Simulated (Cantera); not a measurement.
Cantera run:

```python
import numpy as np
import cantera as ct

gas_names = """
    C CH CH2 CH3 CH2OH CH3O CH4 CH3OH CO CO2 COOH C2 C2H CHCO,ketyl C2H2,acetylene C2H2,vinylidene
    CH2CO,ketene C2H3,vinyl CH3CO,acetyl C2H4 C2H4O,ethylen CH3CHO,ethanal CH3COOH (HCOOH)2 C2H5 C2H6
    CH3OCH3 C2H5OH C2O C3 C3H3,propargyl C3H4,allene C3H4,propyne C3H4,cyclo- C3H5,allyl C3H6,propylene
    C3H6,cyclo- C3H6O C3H7,n-propyl C3H7,i-propyl C3H8 C3H8O,1propanol C3H8O,2propanol C3O2 C4 C4H2
    C4H4,1,3-cyclo- C4H6,butadiene C4H6,2-butyne C4H6,cyclo- C4H8,1-butene C4H8,cis2-buten
    C4H8,tr2-butene C4H8,isobutene C4H8,cyclo- (CH3COOH)2 C4H9,n-butyl C4H9,i-butyl C4H9,s-butyl
    C4H9,t-butyl C4H10,isobutane C4H10,n-butane C5 C5H6,1,3cyclo- C5H8,cyclo- C5H10,1-pentene
    C5H10,cyclo- C5H11,pentyl C5H11,t-pentyl C5H12,n-pentane C5H12,i-pentane CH3C(CH3)2CH3 C6H2
    C6H5,phenyl C6H5O,phenoxy C6H6 C6H5OH,phenol C6H10,cyclo- C6H12,1-hexene C6H12,cyclo- C6H13,n-hexyl
    C7H7,benzyl C7H8 C7H8O,cresol C7H14,1-heptene C7H15,n-heptyl C7H16,n-heptane C8H8,styrene
    C8H10,ethylbenz C8H16,1-octene C8H17,n-octyl C8H18,isooctane C8H18,n-octane C9H19,n-nonyl
    C10H8,naphthale C10H21,n-decyl C12H9,o-bipheny C12H10,bipheny H HCO HO2 H2 HCHO,formaldehy HCOOH H2O
    H2O2 O OH O2 O3 Pb PbO Pb2
""".split()
cond_names = """
    C(gr) C6H6(L) C7H8(L) C8H18(L),n-octa H2O(s) H2O(L) Pb(cr) Pb(L) PbO(rd) PbO(yw) PbO(L) PbO2(s)
    Pb3O4(s)
""".split()


def load(file, names, dense=False):
    # The tables refer to 1 bar. Condensed volumes are neglected.
    table = {s.name: s for s in ct.Species.list_from_file(file)}
    out = []
    for n in names:
        d = dict(table[n].input_data)
        d["thermo"] = dict(d["thermo"], **{"reference-pressure": 1e5})
        if dense:
            d["equation-of-state"] = {"model": "constant-volume", "density": "1e6 g/cm^3"}
        out.append(ct.Species.from_dict(d))
    return out


gas = ct.Solution(thermo="ideal-gas", species=load("nasa_gas.yaml", gas_names))
cond = {s.name: ct.Solution(thermo="fixed-stoichiometry", species=[s], name=s.name)
        for s in load("nasa_condensed.yaml", cond_names, dense=True)}
atoms = {
    'Pb': {'Pb': 1},
    'CO2': {'C': 1, 'O': 2},
    'H2': {'H': 2},
    'H2O': {'H': 2, 'O': 1},
}
top_T = {'C(gr)': 4500, 'Pb3O4(s)': 820}  # K; cautious upper limits of use, not melting points


def equilibrate(T, P, feed):
    n = {}
    for name, mol in feed.items():
        for a, k in atoms[name].items():
            n[a] = n.get(a, 0.0) + k * mol
    gas.TPX = T, P, n
    mass = sum(n.values()) * gas.mean_molecular_weight
    gas.equilibrate("TP")
    valid = [c for c in cond.values() if c.min_temp <= T <= top_T.get(c.name, c.max_temp)]
    mix = ct.Mixture([(gas, mass / gas.mean_molecular_weight)] + [(c, 0.0) for c in valid])
    mix.T, mix.P = T, P
    mix.equilibrate("TP", solver="vcs", rtol=1e-11, max_steps=5000)
    return mix


results = []
T = 1548.15  # K
P = 37  # Pa
for m in [1.3, 2.4, 4.3, 8, 15, 27, 50]:
    feed = {'Pb': 1, 'CO2': 0.17, 'H2': m, 'H2O': 0.19}  # mol
    mix = equilibrate(T, P, feed)
    results.append((T, P, feed, dict(zip(mix.species_names, mix.species_moles))))

top = {s: max(r[3][s] / sum(r[3][g] for g in gas_names) for r in results) for s in gas_names}
cols = sorted((s for s in top if top[s] > 0.0001), key=lambda s: -top[s])[:9]
seen = [c for c in cond_names if any(r[3].get(c, 0) > 1e-12 for r in results)]
print("log10 of partial pressures in bar; condensed amounts in mol")
print(f"{'n(H2)':>10s}" + "".join(f"{s[:9]:>10s}" for s in cols + seen))
for T, P, feed, n in results:
    ng = sum(n[g] for g in gas_names)
    print(f"{feed['H2']:10.4g}" + "".join(f"{np.log10(max(n[s] / ng * P / 1e5, 1e-99)):10.3f}" for s in cols)
          + "".join(f"{n.get(c, 0):10.4g}" for c in seen))
```

It prints:

```
log10 of partial pressures in bar; condensed amounts in mol
     n(H2)        H2        Pb       H2O        CO       CO2         H
       1.3    -3.798    -3.857    -4.321    -4.671    -5.639    -6.410
       2.4    -3.658    -4.007    -4.462    -4.801    -6.051    -6.340
       4.3    -3.569    -4.185    -4.635    -4.968    -6.479    -6.295
         8    -3.510    -4.403    -4.850    -5.180    -6.966    -6.266
        15    -3.475    -4.646    -5.091    -5.419    -7.481    -6.248
        27    -3.457    -4.885    -5.330    -5.656    -7.975    -6.239
        50    -3.446    -5.143    -5.587    -5.913    -8.500    -6.234
```

Method: chemical equilibrium by Gibbs-energy minimisation in Cantera with the NASA 1993 tables (ideal gas, pure condensed phases).
